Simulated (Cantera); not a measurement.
Cantera run:

```python
import numpy as np
import cantera as ct

gas_names = """
    C CN CO CO2 C2 CCN CNC C2N2 C2O C3 C3O2 C4 C4N2 C5 N NCO NO NO2 NO3 N2 N2O O O2 O3 Pb PbO Pb2
""".split()
cond_names = """
    C(gr) Pb(cr) Pb(L) PbO(rd) PbO(yw) PbO(L) PbO2(s) Pb3O4(s)
""".split()


# ... load() reads the species with a 1 bar reference pressure and builds the phases ...
atoms = {
    'Pb': {'Pb': 1},
    'CO': {'C': 1, 'O': 1},
    'N2': {'N': 2},
}
top_T = {'C(gr)': 4500, 'Pb3O4(s)': 820}  # K; cautious upper limits of use, not melting points


# ... equilibrate(T, P, feed) seeds the gas with the atoms and calls Mixture.equilibrate('TP', solver="vcs", rtol=1e-11, max_steps=5000) ...
results = []
feed = {'Pb': 1, 'CO': 1.2, 'N2': 4.6}  # mol
P = 120000  # Pa
for T in [800, 875, 950, 1025, 1100, 1175, 1250, 1325, 1400, 1475, 1550]:
    mix = equilibrate(T, P, feed)
    results.append((T, P, feed, dict(zip(mix.species_names, mix.species_moles))))

top = {s: max(r[3][s] / sum(r[3][g] for g in gas_names) for r in results) for s in gas_names}
cols = sorted((s for s in top if top[s] > 0.001), key=lambda s: -top[s])[:9]
seen = [c for c in cond_names if any(r[3].get(c, 0) > 1e-12 for r in results)]
print("log10 of partial pressures in bar; condensed amounts in mol")
print(f"{'T/K':>10s}" + "".join(f"{s[:9]:>10s}" for s in cols + seen))
for T, P, feed, n in results:
    ng = sum(n[g] for g in gas_names)
    print(f"{T:10.4g}" + "".join(f"{np.log10(max(n[s] / ng * P / 1e5, 1e-99)):10.3f}" for s in cols)
          + "".join(f"{n.get(c, 0):10.4g}" for c in seen))
```

It prints:

```
log10 of partial pressures in bar; condensed amounts in mol
       T/K        N2        CO       CO2        Pb     C(gr)     Pb(L)
       800     0.020    -1.459    -0.924    -7.212    0.5236         1
       875     0.009    -1.044    -1.055    -6.171    0.3963         1
       950    -0.005    -0.780    -1.337    -5.298    0.2141         1
      1025    -0.016    -0.660    -1.784    -4.556   0.07849    0.9999
      1100    -0.020    -0.621    -2.297    -3.917   0.02431    0.9994
      1175    -0.021    -0.610    -2.788    -3.361  0.007867    0.9979
      1250    -0.022    -0.607    -3.231    -2.874  0.002838    0.9935
      1325    -0.023    -0.607    -3.627    -2.443  0.001143    0.9825
      1400    -0.025    -0.609    -3.983    -2.060 0.0005066    0.9576
      1475    -0.028    -0.612    -4.305    -1.716 0.0002434    0.9056
      1550    -0.036    -0.620    -4.602    -1.407 0.0001248    0.8042
```

Equilibrium computed with Cantera from the NASA thermochemical tables; the gas is ideal and each condensed phase is pure.
